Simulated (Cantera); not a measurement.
What does this Cantera script print?

```python
import numpy as np
import cantera as ct

gas = ct.Solution("gri30.yaml")
gas.TPX = 1200, 1333, {'H2': 0.46, 'O2': 1, 'N2': 0.15}
reactor = ct.IdealGasConstPressureReactor(gas, energy="off", clone=False)
net = ct.ReactorNet([reactor])
net.rtol, net.atol = 1e-08, 1e-18
show = ['H2', 'O2', 'H', 'OH', 'HO2', 'O']
times = np.geomspace(0.0001, 9, 9)

steps = ct.SolutionArray(gas, extra=["t"])
rows = []
print(f"{'t/s':>10s}{'T/K':>9s}{'P/Pa':>11s}" + "".join(f"{s:>11s}" for s in show))
for t in times:
    while net.time < t:
        t_next = net.step()
        steps.append(gas.state, t=t_next)
    rows.append([np.interp(t, steps.t, y) for y in (steps.T, steps.P, *steps(*show).X.T)])
    print(f"{t:10.3e}{rows[-1][0]:9.1f}{rows[-1][1]:11.4g}" + "".join(f"{x:11.3e}" for x in rows[-1][2:]))
rate = np.gradient(steps.T, steps.t)
print("integrator steps:", len(steps.t))
if steps.T.max() > steps.T[0] + 200:
    print(f"time of steepest temperature rise: {steps.t[rate.argmax()]:.4e} s")
gas.TPX = 1200, 1333, {'H2': 0.46, 'O2': 1, 'N2': 0.15}
gas.equilibrate("TP")
print(f"equilibrium (TP): T = {gas.T:.1f} K  " + "  ".join(f"{s} {gas[s].X[0]:.3e}" for s in show))
```

Result:

```
       t/s      T/K       P/Pa         H2         O2          H         OH        HO2          O
 1.000e-04   1200.0       1333  2.857e-01  6.211e-01  2.345e-08  4.924e-09  1.632e-08  8.116e-09
 4.162e-04   1200.0       1333  2.857e-01  6.211e-01  2.853e-06  6.690e-07  7.618e-08  1.162e-06
 1.732e-03   1200.0       1333  2.026e-02  4.818e-01  1.155e-01  1.201e-02  8.020e-06  7.248e-02
 7.208e-03   1200.0       1333  1.304e-02  5.103e-01  5.887e-02  1.010e-02  9.574e-06  4.717e-02
 3.000e-02   1200.0       1333  2.146e-03  5.510e-01  3.198e-03  4.162e-03  8.494e-06  6.724e-03
 1.249e-01   1200.0       1333  8.738e-05  5.574e-01  2.583e-05  8.405e-04  1.493e-06  2.723e-04
 5.196e-01   1200.0       1333  7.127e-06  5.579e-01  6.289e-07  2.442e-04  1.738e-07  2.289e-05
 2.163e+00   1200.0       1333  1.048e-06  5.579e-01  3.650e-08  9.458e-05  3.216e-08  3.434e-06
 9.000e+00   1200.0       1333  2.055e-07  5.580e-01  3.219e-09  4.208e-05  1.394e-08  6.805e-07
integrator steps: 1963
equilibrium (TP): T = 1200.0 K  H2 4.944e-08  O2 5.579e-01  H 3.826e-10  OH 2.060e-05  HO2 1.731e-08  O 1.632e-07
```

Model: GRI-Mech 3.0 (53 species, 325 reactions), integrated in Cantera. Radical loss at walls, strong at low pressure, is not modelled. The temperature is held fixed by assumption; the heat of reaction is taken as removed at once.
